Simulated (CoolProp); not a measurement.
Vapour-liquid equilibrium of m-xylene (1) + n-decane (2) at 0.893 MPa; x and y are mole fractions of (1).

Values from CoolProp's multi-fluid Helmholtz-energy mixture model, Zhou 2012 and Lemmon 2006; pair parameters Bell 2016.

```csv
x,bubble temperature (K),y at the bubble point,dew temperature at overall composition x (K),liquid density (mol/L)
0.05,555.2,0.074,(withheld),3.437
0.2,548.0,0.279,550.8,3.734
0.35,541.3,0.457,545.3,4.058
0.5,535.1,0.613,539.6,4.416
0.65,529.3,0.749,(withheld),(withheld)
0.8,523.8,(withheld),527.0,5.269
0.95,518.6,0.969,519.6,(withheld)
```

**Question.** What belongs in the gaps?

**Answer.** 
- 0.05, dew temperature at overall composition x (K): 556.0
- 0.65, dew temperature at overall composition x (K): 533.5
- 0.65, liquid density (mol/L): 4.817
- 0.8, y at the bubble point: 0.867
- 0.95, liquid density (mol/L): 5.783

No azeotrope shows between x = 0.05 and 0.95.

Pair parameters are fitted to limited data, so mixtures are less certain than the pure fluids.
